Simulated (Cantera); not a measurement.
Input: 1 mol SiHCl3, 6.3 mol H2, held at 7.43 Torr.

Equilibrium computed with Cantera from the NASA thermochemical tables; the gas is ideal and each condensed phase is pure. Candidate condensed phases: Si; 19 gas species. Gases not in the tables: Si2H6 and higher silanes. Kinetics and transport are ignored.

### Question
What share of the Si ends up in condensed phases as a function of T (°C), at 727, 827, 927, 1027, 1127, 1227, 1327, 1427?

### Answer
```tsv
T (°C)	Si condensed (%)	as
727	27.3	Si(s)
827	30.1	Si(s)
927	28.9	Si(s)
1027	22.7	Si(s)
1127	17.6	Si(s)
1227	14.7	Si(s)
1327	12.8	Si(s)
1427	11.8	Si(l)
```
